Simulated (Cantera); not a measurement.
Standard-state values (1 bar) from the NASA 1993 polynomials, evaluated with Cantera. Values are per mole of reaction as written; species without (g) are pure solids or liquids, kept so even where they would boil at 1 bar. VN: taken at fixed stoichiometry.

**Question.** Between 300 and 1900 K, where is each reaction favourable under standard conditions?
- 3 NO(g) + 2 VN ⇌ 5 N(g) + V2O3
- 4 OH(g) + VN ⇌ NO2(g) + 2 H2O(g) + V
- 4 VO2(g) + H2O2(g) ⇌ 2 V2O5 + H2(g)

**Answer.** 
- 3 NO(g) + 2 VN ⇌ 5 N(g) + V2O3: ΔG° is 1258 kJ at 300 K and 929 kJ at 1900 K; it stays positive (K < 1). ΔH° is 1362 kJ and ΔS° 228 J/K at 1900 K.
- 4 OH(g) + VN ⇌ NO2(g) + 2 H2O(g) + V: ΔG° is -352 kJ at 300 K and -114 kJ at 1900 K; it stays negative (K > 1). ΔH° is -408 kJ and ΔS° -155 J/K at 1900 K.
- 4 VO2(g) + H2O2(g) ⇌ 2 V2O5 + H2(g): ΔG° is -1763 kJ at 300 K and -644 kJ at 1900 K; it stays negative (K > 1). ΔH° is -1726 kJ and ΔS° -570 J/K at 1900 K.
